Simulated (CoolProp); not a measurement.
Model: reference Helmholtz-energy equation of state, Lemmon 2000, in CoolProp. It is a pseudo-pure fit of the blend.

**Question.** For dry air, give the phase and the cp (kJ/(kg K)), viscosity (µPa s) at 745.8 K and 51.4 kPa; 619.2 K and 62.2 kPa.

**Answer.** 
- 745.8 K and 51.4 kPa: gas; cp 1.09, viscosity 35.7
- 619.2 K and 62.2 kPa: gas; cp 1.06, viscosity 31.4

Viscosity comes from a separate model (Lemmon 2004).
